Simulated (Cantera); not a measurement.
Feed: 1 mol acetone, 0.033 mol O2, 0.96 mol N2, at 13300 Pa.

Equilibrium computed with Cantera from the NASA thermochemical tables; the gas is ideal and each condensed phase is pure. Candidate condensed phases: C, C6H6, C7H8, C8H18, H2O; 136 gas species. The feed counts by its element totals alone. Equilibrium is a limit: real reactors are often held back by kinetics, nucleation or transport.

Task: What share of the C ends up in condensed phases as a function of T (°C), at 1875, 1950, 2025, 2100, 2175, 2250, 2325, 2400, 2475, 2550, 2625?

Result: 
| T (°C) | C condensed (%) | as |
|---|---|---|
| 1875 | 62.6 | C(graphite) |
| 1950 | 62.0 | C(graphite) |
| 2025 | 61.2 | C(graphite) |
| 2100 | 60.3 | C(graphite) |
| 2175 | 59.1 | C(graphite) |
| 2250 | 57.8 | C(graphite) |
| 2325 | 56.2 | C(graphite) |
| 2400 | 54.5 | C(graphite) |
| 2475 | 52.4 | C(graphite) |
| 2550 | 50.0 | C(graphite) |
| 2625 | 47.3 | C(graphite) |
